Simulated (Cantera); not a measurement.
# PbO + CH4 + N2 (carbothermic reduction)

Charge: 1 mol PbO, 1.8 mol CH4, 8.5 mol N2, at 1073.15 K and 0.133 bar.

These are equilibrium values from Cantera (NASA tables, ideal gas, pure condensed phases), not measurements of a reactor. Candidate condensed phases: C, C6H6, C7H8, C8H18, H2O, Pb, PbO, PbO2, Pb3O4; 139 gas species. The numbers say what is thermodynamically allowed, not how fast it happens.

| Property | Result |
|---|---|
| x(N2) | 0.649 |
| x(H2) | 0.274 |
| x(CO) | 0.0758 |
| x(Pb) | 0.000550 |
| x(CH4) | 0.000458 |
| x(H2O) | 0.000359 |
| x(CO2) | 0.000108 |
| x(HCN) | 6.51e-6 |
| x(NH3) | 5.69e-6 |
| n(C(graphite)) | 0.800 mol |
| n(Pb(l)) | 0.993 mol |
| gas amount | 13.10 mol |
| log10 activity of PbO2(s) (absent) | -20.98 |
